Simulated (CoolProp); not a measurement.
Computed with CoolProp (reference Helmholtz-energy equation of state, Polt 1992). This equation is an older, rougher fit.

Q: For propyne, give the phase and the density (kg/m³), speed of sound (m/s), Joule-Thomson coefficient (K/MPa), expansivity (1/kK) at 92.85 °C and 21.4 bar; 154.65 °C and 21.4 bar.

A: 
- 92.85 °C and 21.4 bar: gas; density 36.0, speed of sound 245, Joule-Thomson coefficient 15.6, expansivity 6.40
- 154.65 °C and 21.4 bar: gas; density 27.2, speed of sound 288, Joule-Thomson coefficient 8.26, expansivity 3.44
